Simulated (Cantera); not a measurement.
A perfectly stirred reactor is fed with 22.3 % CO, 2.08 % H2, 5.36 % CH4, 14.3 % O2, 55.9 % N2, at 5.00 bar; it is adiabatic with a 648 K inlet, and is followed from long to short residence time, starting on the burning branch (τ in s: 0.091, 0.041, 0.018, 0.0081, 0.0036, 0.0016, 0.00072, 0.00032, 0.00014, 6.4e-05, 2.9e-05, 1.3e-05).

Model: GRI-Mech 3.0 (53 species, 325 reactions), integrated in Cantera.

x: mole fraction; the columns are a selection and need not sum to one.

| τ (s) | T (K) | x CO | x H2 | x CH4 | x C2H2 | x C2H | x H |
|---|---|---|---|---|---|---|---|
| 0.091 | 2336 | 0.156 | 0.0226 | 3.13e-6 | 6.61e-9 | 1.33e-11 | 0.000925 |
| 0.041 | 2334 | 0.156 | 0.0226 | 5.55e-6 | 1.77e-8 | 4.00e-11 | 0.00105 |
| 0.018 | 2330 | 0.156 | 0.0226 | 9.01e-6 | 4.02e-8 | 1.10e-10 | 0.00128 |
| 0.0081 | 2324 | 0.156 | 0.0226 | 1.33e-5 | 7.30e-8 | 2.51e-10 | 0.00163 |
| 0.0036 | 2315 | 0.156 | 0.0227 | 1.89e-5 | 1.14e-7 | 5.14e-10 | 0.00219 |
| 0.0016 | 2301 | 0.156 | 0.0227 | 2.69e-5 | 1.63e-7 | 9.70e-10 | 0.00300 |
| 0.00072 | 2281 | 0.157 | 0.0228 | 3.95e-5 | 2.24e-7 | 1.73e-9 | 0.00413 |
| 0.00032 | 2250 | 0.158 | 0.0229 | 6.13e-5 | 3.12e-7 | 3.05e-9 | 0.00569 |
| 0.00014 | 2206 | 0.160 | 0.0232 | [?] | [?] | [?] | [?] |
| 6.4e-5 | 2149 | 0.163 | 0.0235 | 0.000180 | 7.31e-7 | 9.39e-9 | 0.0102 |
| 2.9e-5 | 2073 | 0.168 | 0.0236 | 0.000357 | 1.36e-6 | 1.70e-8 | 0.0125 |
| 1.3e-5 | 1967 | 0.179 | 0.0232 | [?] | [?] | [?] | 0.0130 |

Task: Complete the blanks.

Result: 
- 0.00014, x CH4: 0.000103
- 0.00014, x C2H2: 4.61e-7
- 0.00014, x C2H: 5.39e-9
- 0.00014, x H: 0.00779
- 1.3e-5, x CH4: 0.000895
- 1.3e-5, x C2H2: 3.36e-6
- 1.3e-5, x C2H: 3.21e-8
